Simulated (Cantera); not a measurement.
Cantera run:

```python
import numpy as np
import cantera as ct

gas_names = """
    CL CL2 H HCL H2 Si SiCL SiCL2 SiCL3 SiCL4 SiH SiHCL3 SiH2 SiH2CL2 SiH3 SiH3CL SiH4 Si2 Si3
""".split()
cond_names = """
    Si(cr) Si(L)
""".split()


# ... load() reads the species with a 1 bar reference pressure and builds the phases ...
atoms = {
    'Si': {'Si': 1},
    'HCl': {'H': 1, 'CL': 1},
    'H2': {'H': 2},
}
top_T = {}  # K; cautious upper limits of use, not melting points


# ... equilibrate(T, P, feed) seeds the gas with the atoms and calls Mixture.equilibrate('TP', solver="vcs", rtol=1e-11, max_steps=5000) ...
results = []
T = 1773  # K
P = 38000  # Pa
for m in [0.68, 1.4, 2.1, 2.8, 3.5, 4.2, 4.9, 5.6]:
    feed = {'Si': 1, 'HCl': m, 'H2': 7.2}  # mol
    mix = equilibrate(T, P, feed)
    results.append((T, P, feed, dict(zip(mix.species_names, mix.species_moles))))
    x = sorted(zip(gas.X, gas.species_names), reverse=True)
    print(f"T = {T:g} K  P = {P:g} Pa  n(HCl) = {m:g} mol  gas = {mix.phase_moles(0):.4g} mol")
    print("   x: " + "  ".join(f"{s} {v:.3e}" for v, s in x if v > 0.001))
    print("   condensed (mol): " + ("  ".join(f"{mix.phase(i).name} {mix.phase_moles(i):.4g}"
          for i in range(1, mix.n_phases) if mix.phase_moles(i) > 1e-12) or "none"))
```

Output:

```
T = 1773 K  P = 38000 Pa  n(HCl) = 0.68 mol  gas = 7.88 mol
   x: H2 9.265e-01  HCL 6.013e-02  SiCL2 1.254e-02
   condensed (mol): Si(L) 0.898
T = 1773 K  P = 38000 Pa  n(HCl) = 1.4 mol  gas = 8.595 mol
   x: H2 8.719e-01  HCL 9.376e-02  SiCL2 3.239e-02  SiCL3 1.142e-03
   condensed (mol): Si(L) 0.7087
T = 1773 K  P = 38000 Pa  n(HCl) = 2.1 mol  gas = 9.287 mol
   x: H2 8.304e-01  HCL 1.151e-01  SiCL2 5.122e-02  SiCL3 2.270e-03
   condensed (mol): Si(L) 0.4974
T = 1773 K  P = 38000 Pa  n(HCl) = 2.8 mol  gas = 9.977 mol
   x: H2 7.963e-01  HCL 1.303e-01  SiCL2 6.849e-02  SiCL3 3.510e-03
   condensed (mol): Si(L) 0.2723
T = 1773 K  P = 38000 Pa  n(HCl) = 3.5 mol  gas = 10.66 mol
   x: H2 7.677e-01  HCL 1.417e-01  SiCL2 8.407e-02  SiCL3 4.774e-03
   condensed (mol): Si(L) 0.03888
T = 1773 K  P = 38000 Pa  n(HCl) = 4.2 mol  gas = 11.35 mol
   x: H2 7.260e-01  HCL 1.854e-01  SiCL2 8.027e-02  SiCL3 6.131e-03
   condensed (mol): none
T = 1773 K  P = 38000 Pa  n(HCl) = 4.9 mol  gas = 12.03 mol
   x: H2 6.859e-01  HCL 2.305e-01  SiCL2 7.372e-02  SiCL3 7.203e-03  SiCL4 1.195e-03
   condensed (mol): none
T = 1773 K  P = 38000 Pa  n(HCl) = 5.6 mol  gas = 12.72 mol
   x: H2 6.501e-01  HCL 2.708e-01  SiCL2 6.798e-02  SiCL3 8.015e-03  SiCL4 1.605e-03
   condensed (mol): none
```

Equilibrium computed with Cantera from the NASA thermochemical tables; the gas is ideal and each condensed phase is pure. The tables' values for SiCl3, SiCl are old estimates; treat these amounts as uncertain. Gases not in the tables: Si2H6 and higher silanes.
